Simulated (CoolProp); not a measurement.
Fluoroethane (R161) along the isobar 5 MPa: fugacity coefficient from the reference equation and from simpler models built on Tc = 102.1 °C, pc = 5.010 MPa, ω = 0.216; each cubic takes its own stable root.

Model: reference Helmholtz-energy equation of state, Wu 2012, in CoolProp.

| T (°C) | phase | reference | van der Waals | Redlich-Kwong | Soave-Redlich-Kwong | Peng-Robinson |
|---|---|---|---|---|---|---|
| -118.35 | liquid | 5.640e-5 | 0.009337 | 0.0001277 | 5.582e-5 | 6.392e-5 |
| -110.75 | liquid | 0.0001350 | 0.01340 | 0.0003005 | 0.0001330 | [?] |
| -103.05 | liquid | 0.0002980 | 0.01869 | 0.0006475 | 0.0002930 | 0.0003203 |
| -95.45 | liquid | 0.0006014 | 0.02520 | 0.001271 | 0.0005918 | 0.0006352 |
| -87.75 | liquid | 0.001143 | [?] | 0.002342 | 0.001128 | 0.001191 |
| -80.15 | liquid | 0.002030 | 0.04274 | 0.004025 | 0.002011 | 0.002095 |
| -72.45 | liquid | 0.003445 | 0.05403 | 0.006602 | 0.003429 | 0.003529 |
| -64.75 | liquid | 0.005581 | 0.06708 | 0.01033 | 0.005583 | 0.005686 |
| -57.15 | liquid | 0.008628 | 0.08173 | 0.01542 | 0.008675 | 0.008756 |
| -49.45 | liquid | 0.01293 | 0.09841 | 0.02231 | 0.01307 | 0.01309 |
| -41.85 | liquid | 0.01868 | [?] | 0.03113 | 0.01897 | 0.01887 |
| -34.15 | liquid | [?] | 0.1371 | 0.04238 | 0.02685 | 0.02656 |
| -26.55 | liquid | 0.03597 | 0.1590 | 0.05604 | 0.03686 | 0.03628 |
| -18.85 | liquid | 0.04820 | 0.1829 | 0.07267 | 0.04961 | 0.04861 |
| -11.25 | liquid | 0.06299 | 0.2082 | 0.09203 | 0.06506 | 0.06354 |

Q: What belongs in the gaps?

A: 
- -110.75, Peng-Robinson: 0.0001485
- -87.75, van der Waals: 0.03325
- -41.85, van der Waals: 0.1167
- -34.15, reference: 0.02632
